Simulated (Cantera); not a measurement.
## Equilibrium for iron carbonyl, mercury and lead vapours: PbO + H2 + CO

Input: 1 mol PbO, 0.12 mol H2, 2.5 mol CO, held at 22.0 mbar.

These are equilibrium values from Cantera (NASA tables, ideal gas, pure condensed phases), not measurements of a reactor. Candidate condensed phases: C, C6H6, C7H8, C8H18, H2O, Pb, PbO, PbO2, Pb3O4; 113 gas species. Kinetics and transport are ignored.

```
T (°C)   x CO  x CO2     x Pb    x H2   x H2O     x PbO      x H  n Pb(l)
------  -----  -----  -------  ------  ------  --------  -------  -------
750     0.587  0.366  0.00121  0.0310  0.0148   2.23e-9  4.91e-9    0.997
800     0.587  0.364  0.00332  0.0290  0.0166   1.43e-8  1.61e-8    0.991
850     0.586  0.360  0.00831  0.0272  0.0183   7.75e-8  4.73e-8    0.978
900     0.581  0.355   0.0192  0.0253  0.0196   3.62e-7  1.26e-7    0.949
950     0.570  0.345   0.0413  0.0233  0.0206   1.49e-6  3.09e-7    0.887
1000    0.546  0.329   0.0834  0.0210  0.0210   5.45e-6  6.97e-7    0.761
1050    0.501  0.300    0.160  0.0182  0.0203   1.81e-5  1.44e-6    0.501
1100    0.433  0.258    0.276  0.0149  0.0183   5.18e-5  2.74e-6        0
1150    0.433  0.257    0.276  0.0141  0.0190   8.30e-5  5.32e-6        0
1200    0.434  0.256    0.276  0.0135  0.0197  0.000129  9.90e-6        0
1250    0.435  0.256    0.276  0.0129  0.0203  0.000194  1.77e-5        0
1300    0.435  0.255    0.276  0.0123  0.0208  0.000283  3.04e-5        0
1350    0.436  0.255    0.276  0.0118  0.0213  0.000405  5.06e-5        0
1400    0.437  0.254    0.276  0.0113  0.0218  0.000565  8.17e-5        0
```
x: gas mole fraction; n: condensed amount in mol.

From 750 °C to 1050 °C the condensed part is Pb(l). From 1100 °C to 1400 °C nothing is condensed. The main Pb-bearing gas is Pb throughout.
